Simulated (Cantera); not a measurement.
**Ammonia decomposition in nitride growth gas**

A perfectly stirred reactor is fed with 43.5 % NH3, 56.5 % H2, at 10.00 Torr; it is held at 1973 K, and followed from long to short residence time.

Detailed kinetics in Cantera: the gas-phase N/H chemistry of the illustrative SiF4/NH3 mechanism in the Surface Chemkin manual (1991). Walls and surfaces, which speed up NH3 decomposition in real reactors, are not modelled.

```csv
τ (s),x NH3,x H2,x H,x NH2,x N2H2,x N2H4,x N
2.9,0.166,0.739,0.000654,0.000422,1.21e-6,1.38e-9,1.21e-6
0.53,0.331,0.632,0.000450,0.000678,2.91e-6,3.54e-9,1.17e-6
0.096,0.412,0.579,0.000372,0.000761,3.58e-6,4.47e-9,1.04e-6
0.017,0.432,0.567,0.000286,0.000626,2.16e-6,3.02e-9,5.41e-7
0.0032,0.434,0.565,9.01e-5,0.000199,1.35e-7,3.06e-10,1.90e-8
0.00058,0.435,0.565,1.66e-5,3.66e-5,3.11e-9,1.02e-11,1.15e-10
0.00011,0.435,0.565,3.24e-6,6.87e-6,7.39e-11,<1e-12,<1e-12
```
x: mole fraction; the columns are a selection and need not sum to one.
